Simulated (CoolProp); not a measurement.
Methanol along the isobar 6.82 bar: fugacity coefficient from the reference equation and from simpler models built on Tc = 240.2 °C, pc = 82.16 bar, ω = 0.565; each cubic takes its own stable root.

The numbers come from the reference Helmholtz-energy equation of state, de Reuck 1993 in CoolProp.

| T (°C) | phase | reference |
|---|---|---|
| 74.15 | liquid | 0.2068 |
| 81.95 | liquid | 0.2717 |
| 89.85 | liquid | 0.3529 |
| 97.75 | liquid | 0.4522 |
| 105.55 | liquid | 0.5702 |
| 113.45 | liquid | 0.7124 |
| 121.35 | liquid | 0.8797 |
| 129.15 | gas | 0.9117 |
| 137.05 | gas | 0.9219 |

**Question.** How far does each simpler model (van der Waals, Redlich-Kwong, Soave-Redlich-Kwong, Peng-Robinson) lie from the reference over these 9 states: mean and median of the absolute difference, and the worst?

**Answer.** 
- van der Waals: mean 110.6 %, median 66.6 %, worst +354.0 % at 74.15 °C and 6.82 bar
- Redlich-Kwong: mean 95.2 %, median 63.8 %, worst +255.6 % at 74.15 °C and 6.82 bar
- Soave-Redlich-Kwong: mean 3.1 %, median 2.8 %, worst +5.5 % at 121.35 °C and 6.82 bar
- Peng-Robinson: mean 3.6 %, median 4.0 %, worst +5.1 % at 121.35 °C and 6.82 bar

At some of these states van der Waals, Redlich-Kwong, Soave-Redlich-Kwong gives the other phase, because its saturation line lies elsewhere.
